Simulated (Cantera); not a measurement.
Equilibrium for hydrogen reduction and annealing atmospheres: V₂O₃ + H₂ + N₂

Input: 1 mol V₂O₃, 190 mol H₂, 26 mol N₂, held at 10.0 mbar.

Cantera equilibrium calculation (NASA polynomials, part measured and part estimated; ideal gas, pure solids and liquids). Candidate condensed phases: H₂O, V, VN, VO, V₂O₃, V₂O₄, V₂O₅; 28 gas species. Mutual solubility and eutectic melting of coexisting phases are not modelled. VN, VO: taken at fixed stoichiometry. Condensed phases not in the tables: the oxides between V₂O₃ and V₂O₅ other than VO₂, solid solutions among these carbides, nitrides and lower oxides, V₂N. Kinetics and transport are ignored.

```
T (°C)  log p H₂  log p N₂  log p H₂O  log p H  log p NH₃  log p VO₂  log p OH  n VN(s)  n V₂O₃(s)  n VO(s)
------  --------  --------  ---------  -------  ---------  ---------  --------  -------  ---------  -------
850        -2.06     -2.92      -5.08    -8.40      -8.10       <-14    -13.72    0.118      0.941        0
900        -2.06     -2.92      -5.07    -7.96      -8.21       <-14    -13.13    0.124      0.938        0
950        -2.06     -2.92      -5.05    -7.55      -8.31     -13.47    -12.59    0.128      0.936        0
1000       -2.06     -2.92      -5.04    -7.17      -8.40     -12.66    -12.09    0.132      0.934        0
1050       -2.06     -2.92      -4.98    -6.83      -8.49     -11.88    -11.59        0      0.773    0.453
1100       -2.06     -2.92      -4.83    -6.51      -8.57     -11.12    -11.03        0      0.680    0.640
1150       -2.06     -2.92      -4.69    -6.21      -8.65     -10.41    -10.50        0      0.560    0.881
```
log p: log10 of the partial pressure in bar; n: condensed amount in mol.

From 850 °C to 1000 °C the condensed part is VN(s) + V₂O₃(s). From 1050 °C to 1150 °C the condensed part is VO(s) + V₂O₃(s).
